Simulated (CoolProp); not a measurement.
Vapour-liquid equilibrium of R13 (1) + isobutane (2) at -53.75 °C; x and y are mole fractions of (1).

Computed with CoolProp (multi-fluid Helmholtz-energy mixture model, Platzer 1990 and Bücker 2006; pair parameters Bell 2016). This equation is an older, rougher fit; its heat capacities, sound speeds and derivatives of the liquid may be far off and weren't checked against measurements.

```tsv
x	bubble pressure, mixture model (bar)	bubble pressure, Raoult's law (bar)	y, mixture model	y, Raoult's law
0.05	0.4687	0.3095	0.720	0.584
0.2	1.263	0.8319	0.906	0.870
0.35	1.825	1.354	0.942	0.935
0.5	2.251	1.877	0.959	0.964
0.65	2.620	2.399	0.970	0.980
0.8	2.998	2.921	0.982	0.991
0.95	3.444	3.444	0.995	0.998
```

The largest gap from Raoult's law is +51.8 % in bubble pressure, at x = 0.2. No azeotrope shows between x = 0.05 and 0.95.

The pair parameters rest on a limited set of measurements; away from them the model extrapolates. With so large a gap from Raoult's law the liquid may split in two, which this calculation doesn't test in full.
